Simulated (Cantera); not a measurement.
## Diamond growth

A diamond (100) surface in a fixed gas of H2 with x(CH4) = 0.012, x(H) = 0.0057, x(CH3) = 0.00055, at 975 K; coverages are run to steady state.

Cantera simulation using the Harris–Goodwin 1993 mechanism for the reconstructed diamond (100) surface; the numbers are that mechanism's predictions, not measurements.

```
P (Pa)  growth (µm/h)  θ c6HH  θ c6H*  θ c6*H   θ c6**  θ c6HM
------  -------------  ------  ------  ------  -------  ------
660              1.40   0.581  0.0151   0.332  0.00740  0.0478
1200             2.68   0.579  0.0151   0.331  0.00737  0.0503
2200             5.06   0.578  0.0150   0.330  0.00735  0.0518
3900             9.11   0.577  0.0150   0.330  0.00735  0.0527
7100             16.7   0.577  0.0151   0.330  0.00735  0.0532
13000            30.8   0.576  0.0151   0.330  0.00735  0.0535
24000            57.1   0.576  0.0152   0.329  0.00737  0.0537
43000             103   0.576  0.0154   0.329  0.00739  0.0538
```
θ: site fractions in the mechanism's names (c6HH fully hydrogenated, c6H* and c6*H radical sites, c6** diradical, c6HM methylated).
